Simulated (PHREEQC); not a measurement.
Make-up at 20 °C: 0.5 mol MgSO4, 0.29 mol H3BO3 and 3e-05 mol H4SiO4 per kg of water. It is in equilibrium with CO2 at log p = -3.4 (atm). Otherwise closed; pH follows from the charge balance.

Equilibrium calculation in PHREEQC: Pitzer model, pitzer.dat.

Task: The ionic strength comes out as 2.00 mol/kgw. What activity coefficients do Mg+2, MgB(OH)4+, B(OH)4-, B3O3(OH)4-, H+ get?

Result: Mg+2 0.15, MgB(OH)4+ 0.52, B(OH)4- 0.27, B3O3(OH)4- 0.26, H+ 0.60. Single-ion values are on the MacInnes scale.

This is a speciation only: nothing precipitates in the calculation. In brines, pH and single-ion activities rest on the MacInnes convention.
